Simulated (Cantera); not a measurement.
# Fluorocarbon and chlorocarbon gases: CHF3 + HCl

Feed: 1 mol CHF3, 0.56 mol HCl, held at 2350 K.

Cantera equilibrium calculation (NASA polynomials, part measured and part estimated; ideal gas, pure solids and liquids). Candidate condensed phases: C, C6H6, C7H8, C8H18; 118 gas species. Gases not in the tables: C2F6 and larger saturated fluorocarbons. Equilibrium is a limit: real reactors are often held back by kinetics, nucleation or transport.

From 1.00 Pa to 100000 Pa the condensed part is C(graphite). The main C-bearing gas is C3 at 1.00 Pa and CF4 at 100000 Pa. The share of C in condensed phases is highest at 10.0 Pa (94.8 %) and lowest at 10000 Pa (52.8 %).

| P (Pa) | x HF | x F | x Cl | x CF2 | x CF4 | x H | x HCl | n C(graphite) |
|---|---|---|---|---|---|---|---|---|
| 1 | 0.405 | 0.406 | 0.153 | 0.000571 | 1.94e-10 | 0.0214 | 0.000293 | 0.913 |
| 10 | 0.436 | 0.390 | 0.157 | 0.00527 | 1.65e-7 | 0.00240 | 0.000339 | 0.948 |
| 100 | 0.455 | 0.336 | 0.163 | 0.0390 | 9.05e-5 | 0.000291 | 0.000425 | 0.842 |
| 1000 | 0.502 | 0.185 | 0.179 | 0.119 | 0.00836 | 5.82e-5 | 0.000937 | 0.589 |
| 10000 | 0.568 | 0.0546 | 0.199 | 0.103 | 0.0635 | 2.23e-5 | 0.00399 | 0.528 |
| 100000 | 0.604 | 0.0113 | 0.188 | 0.0446 | 0.118 | 1.14e-5 | 0.0193 | 0.575 |
x: gas mole fraction; n: condensed amount in mol.
